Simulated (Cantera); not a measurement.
acetone + NH3 + N2 (carbon deposition, reforming and gasification)

Input: 1 mol acetone, 0.048 mol NH3, 1.5 mol N2, equilibrated at 1.33 mbar.

Equilibrium computed with Cantera from the NASA thermochemical tables; the gas is ideal and each condensed phase is pure. Candidate condensed phases: C, C6H6, C7H8, C8H18, H2O; 136 gas species. The feed counts by its element totals alone. Rates play no part.

```csv
T (K),log p H2,log p N2,log p CO,log p CO2,log p H2O,log p CH4,log p HCN,n C(graphite)
673,-3.14,-3.40,-4.15,-4.17,-4.25,-5.09,-11.95,2.44
723,-3.13,-3.42,-3.82,-4.44,-4.64,-5.54,-11.24,2.23
773,-3.13,-3.43,-3.67,-4.96,-5.13,-5.94,-10.62,2.07
823,-3.14,-3.44,-3.63,-5.59,-5.65,-6.30,-10.07,2.02
873,-3.14,-3.44,-3.63,-6.20,-6.13,-6.62,-9.59,2.00
923,-3.14,-3.44,-3.62,-6.75,-6.57,-6.90,-9.15,2.00
973,-3.14,-3.44,-3.62,-7.25,-6.97,-7.16,-8.77,2.00
1023,-3.14,-3.44,-3.62,-7.69,-7.32,-7.40,-8.42,2.00
1073,-3.14,-3.44,-3.62,-8.10,-7.64,-7.61,-8.10,2.00
```
log p: log10 of the partial pressure in bar; n: condensed amount in mol.

From 673 K to 1073 K the condensed part is C(graphite). The main C-bearing gas is CO throughout.
